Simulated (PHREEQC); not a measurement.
## Buffer: speciation

Dissolve 0.021 mol NaH2PO4, 0.077 mol NaF and 0.00012 mol KCl per kg of water at 83 °C. Closed to the air; pH follows from the charge balance.

Computed with PHREEQC (ion-association model, wateq4f.dat).

No solid was allowed to form.

Task: Estimate the pH.

Result: pH 5.47.

Task: In which forms is P present?

Result: H2PO4- 94 %, HPO4-2 5.1 % of the P.

Complexes and solids missing from the database can't appear. H3PO4, which wateq4f.dat lacks, is added to it with the constant of phreeqc.dat. Constants without temperature data keep their 25 °C values here.
